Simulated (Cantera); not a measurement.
Charge: 1 mol Ca(OH)₂, 0.063 mol H₂O, at 648 K and 0.100 bar.

These are equilibrium values from Cantera (NASA tables, ideal gas, pure condensed phases), not measurements of a reactor. Candidate condensed phases: Ca, CaO, Ca(OH)₂, H₂O; 14 gas species. Equilibrium is a limit: real reactors are often held back by kinetics, nucleation or transport.

Base state: H₂O 1.00 (mole fractions); condensed: Ca(OH)₂(s).

Q: What changes in the equilibrium state with this change: temperature from 648 K to 1348 K?

A: 
```tsv
species	before	after
H₂O	1.00	1.000
H₂	<1e-9	9.41e-5
O₂	<1e-9	4.40e-5
OH	<1e-9	1.21e-5
Ca(OH)₂(s), mol	1.00	0
CaO(s), mol	0	1.00
```

Q: What changes in the equilibrium state with this change: temperature from 648 K to 1275 K?

A: 
| species | before | after |
|---|---|---|
| H₂O | 1.00 | 1.000 |
| H₂ | <1e-9 | 4.01e-5 |
| O₂ | <1e-9 | 1.90e-5 |
| Ca(OH)₂(s), mol | 1.00 | 0 |
| CaO(s), mol | 0 | 1.00 |
